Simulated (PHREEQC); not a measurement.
A solution holds 16 mmol/kgw HF, 19 mmol/kgw (NH4)2SiF6, 0.19 mmol/kgw HBF4 and 0.0062 mmol/kgw H2SO4, at 45 °C. Closed to the air; pH follows from the charge balance.

Computed with PHREEQC (ion-association model, wateq4f.dat).

The pH comes out as 2.58. The ionic strength is 0.0601 mol/kgw and the total alkalinity is -92.8 meq/kg.

| species | molality | activity | log γ |
|---|---|---|---|
| NH4+ | 0.0380 | 0.0306 | -0.095 |
| SiF6-2 | 0.0190 | 0.00812 | -0.369 |
| HF | 0.0126 | 0.0127 | 0.006 |
| H+ | 0.00314 | 0.00264 | -0.075 |
| F- | 0.00279 | 0.00221 | -0.101 |
| H2F2 | 0.000197 | 0.000200 | 0.006 |
| BF4- | 0.000179 | 0.000139 | -0.108 |
| HF2- | 0.000152 | 0.000121 | -0.101 |
| BF3OH- | 7.69e-6 | 6.00e-6 | -0.108 |
| H4SiO4 | 5.18e-6 | 5.25e-6 | 0.006 |
| SO4-2 | 4.35e-6 | 1.85e-6 | -0.371 |
| H3BO3 | 1.98e-6 | 2.01e-6 | 0.006 |
| BF2(OH)2- | 1.69e-6 | 1.32e-6 | -0.108 |
| HSO4- | 9.44e-7 | 7.59e-7 | -0.095 |
| NH4SO4- | 9.01e-7 | 7.29e-7 | -0.092 |

Precipitation was switched off in this run. Species that the database lacks are ignored. Away from 25 °C the constants follow the database's enthalpies or fits; those with neither stay at their 25 °C values. SiF6-2 is the database's only silicon fluoride. Real BF4- forms and hydrolyses slowly; the run takes it at equilibrium.
